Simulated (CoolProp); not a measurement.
Properties of the fluoroketone C6F12O (FK-5-1-12) along the isobar 2.13 MPa (Tc = 441.8 K, pc = 1.869 MPa, ω = 0.471).

Model: reference Helmholtz-energy equation of state, McLinden 2015, in CoolProp.

| T (K) | phase | density (kg/m³) | cv (kJ/(kg K)) | isothermal compressibility (1/MPa) | fugacity coefficient |
|---|---|---|---|---|---|
| 421.6 | liquid | 1121 | 1.006 | 0.04452 | 0.4637 |
| 427.7 | liquid | 1074 | 1.016 | 0.06282 | 0.5025 |
| 433.7 | liquid | 1019 | 1.027 | [?] | 0.5409 |
| 439.7 | liquid | 944.5 | 1.041 | 0.1910 | 0.5791 |
| 445.7 | supercritical | 811.8 | 1.067 | 0.7723 | 0.6158 |
| 451.8 | supercritical | 459.6 | 1.091 | 2.617 | 0.6464 |
| 457.8 | supercritical | 360.5 | 1.069 | 1.379 | 0.6680 |
| 463.8 | supercritical | [?] | [?] | 1.071 | 0.6866 |
| 469.9 | supercritical | 291.0 | 1.058 | [?] | 0.7035 |
| 475.9 | supercritical | 271.5 | 1.057 | 0.8357 | 0.7186 |
| 481.9 | supercritical | 256.3 | 1.058 | 0.7762 | 0.7327 |
| 487.9 | supercritical | 243.8 | 1.060 | 0.7325 | 0.7457 |
| 494 | supercritical | 233.1 | 1.063 | 0.6984 | [?] |
| 500 | supercritical | 224.1 | 1.067 | 0.6718 | 0.7696 |

What belongs in the gaps?


- 433.7, isothermal compressibility (1/MPa): 0.09808
- 463.8, density (kg/m³): 318.2
- 463.8, cv (kJ/(kg K)): 1.061
- 469.9, isothermal compressibility (1/MPa): 0.9232
- 494, fugacity coefficient: 0.7581
